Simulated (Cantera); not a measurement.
Feed: 1 mol ZrO₂, 460 mol H₂, 60 mol N₂, equilibrated at 0.00670 bar.

Cantera equilibrium calculation (NASA polynomials, part measured and part estimated; ideal gas, pure solids and liquids). Candidate condensed phases: H₂O, Zr, ZrN, ZrO₂; 28 gas species. Mutual solubility and eutectic melting of coexisting phases are not modelled. ZrN: taken at fixed stoichiometry. Condensed phases not in the tables: solid solutions among these carbides, nitrides and lower oxides. Kinetics and transport are ignored. All values below are at 1725 K.

Base state: H₂ 0.883, N₂ 0.115, H 0.00213, H₂O 1.30e-5 (mole fractions); condensed: ZrN(s) + ZrO₂(tetragonal).

Question: What changes in the equilibrium state with this change: pressure from 0.00670 bar to 6.40 bar?

Answer: 
```json
[
 {"species": "H₂", "before": "0.883", "after": "0.884"},
 {"species": "N₂", "before": "0.115", "after": "0.115"},
 {"species": "H₂O", "before": "1.30e-5", "after": "7.27e-5"},
 {"species": "H", "before": "0.00213", "after": "6.90e-5"},
 {"species": "NH₃", "before": "6.48e-8", "after": "6.21e-5"},
 {"species": "ZrN(s), mol", "before": "0.00340", "after": "0.0189"},
 {"species": "ZrO₂(tetragonal), mol", "before": "0.997", "after": "0.981"}
]
```
